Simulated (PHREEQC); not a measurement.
Make-up at 25 °C: 0.0018 mol/kgw HCl and 0.00045 mol/kgw ZnSO4. Closed to the air; pH follows from the charge balance.

All values are PHREEQC results (ion-association model, phreeqc.dat), not measurements.

| Property | Result |
|---|---|
| pH | 2.78 |
| ionic strength | 0.00341 mol/kgw |
| specific conductance | 816 µS/cm |
| total alkalinity | -1.80 meq/kg |

```json
[
 {"species": "Cl-", "molality": "0.00180", "activity": "0.00169", "log γ": "-0.028"},
 {"species": "H+", "molality": "0.00175", "activity": "0.00165", "log γ": "-0.025"},
 {"species": "Zn+2", "molality": "0.000425", "activity": "0.000331", "log γ": "-0.109"},
 {"species": "SO4-2", "molality": "0.000377", "activity": "0.000293", "log γ": "-0.109"},
 {"species": "HSO4-", "molality": "5.02e-5", "activity": "4.71e-5", "log γ": "-0.028"},
 {"species": "ZnSO4", "molality": "2.28e-5", "activity": "2.28e-5", "log γ": "0.000"},
 {"species": "ZnCl+", "molality": "1.60e-6", "activity": "1.50e-6", "log γ": "-0.028"},
 {"species": "Zn(SO4)2-2", "molality": "7.01e-8", "activity": "5.44e-8", "log γ": "-0.110"}
]
```

This is a speciation only: nothing precipitates in the calculation. Complexes and solids missing from the database can't appear.
